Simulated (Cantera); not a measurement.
**Nitride etching: Si3N4 + F2 + H2 + Cl2**

Feed: 1 mol Si3N4, 5.2 mol F2, 0.96 mol H2, 6.8 mol Cl2, equilibrated at 10000 Pa.

Cantera equilibrium calculation (NASA polynomials, part measured and part estimated; ideal gas, pure solids and liquids). Candidate condensed phases: NH4Cl, Si, Si3N4; 49 gas species. The tables' values for SiF3, SiCl3, SiF2 are old estimates; treat these amounts as uncertain. Kinetics and transport are ignored.

From 898 K to 2098 K nothing is condensed. The main Si-bearing gas is SiF4 throughout.

```tsv
T (K)	log p Cl	log p Cl2	log p SiF4	log p N2	log p HCl	log p SiCl4	log p SiF3
898	-4.83	-1.38	-1.66	-1.78	-1.79	-2.48	<-13
1048	-3.80	-1.38	-1.66	-1.78	-1.80	-2.47	-10.62
1198	-3.03	-1.38	-1.67	-1.78	-1.80	-2.48	-8.82
1348	-2.43	-1.40	-1.67	-1.78	-1.81	-2.48	-7.42
1498	-1.97	-1.46	-1.69	-1.80	-1.83	-2.49	-6.30
1648	-1.63	-1.59	-1.72	-1.83	-1.86	-2.52	-5.35
1798	-1.42	-1.83	-1.76	-1.87	-1.90	-2.56	-4.52
1948	-1.30	-2.16	-1.80	-1.90	-1.94	-2.61	-3.76
2098	-1.25	-2.55	-1.83	-1.92	-1.97	-2.74	-3.08
```
log p: log10 of the partial pressure in bar; nothing condenses.
